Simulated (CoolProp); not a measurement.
Properties of the fluoroketone C6F12O (FK-5-1-12) along the isobar 9.99 MPa (Tc = 441.8 K, pc = 1.869 MPa, ω = 0.471).

Computed with CoolProp (reference Helmholtz-energy equation of state, McLinden 2015).

| T (K) | phase | density (kg/m³) | Joule-Thomson coefficient (K/MPa) | isothermal compressibility (1/MPa) | fugacity coefficient |
|---|---|---|---|---|---|
| 205.2 | liquid | 1879 | -0.3464 | 0.0009264 | 1.924e-5 |
| 222.8 | liquid | 1835 | -0.3459 | 0.001081 | 0.0001019 |
| 240.4 | liquid | 1790 | -0.3416 | 0.001269 | 0.0003981 |
| 258.1 | liquid | 1746 | -0.3333 | 0.001500 | 0.001237 |
| 275.7 | liquid | 1702 | -0.3208 | 0.001782 | 0.003171 |
| 293.3 | liquid | 1657 | -0.3038 | 0.002131 | 0.007018 |
| 311 | liquid | 1611 | -0.2818 | 0.002569 | 0.01383 |
| 328.6 | liquid | 1564 | -0.2547 | 0.003115 | 0.02462 |
| 346.3 | liquid | 1517 | -0.2213 | 0.003808 | 0.04052 |
| 363.9 | liquid | 1468 | -0.1814 | 0.004684 | 0.06213 |
| 381.5 | liquid | 1417 | -0.1333 | 0.005804 | 0.08997 |
| 399.2 | liquid | 1365 | -0.07504 | 0.007252 | 0.1243 |
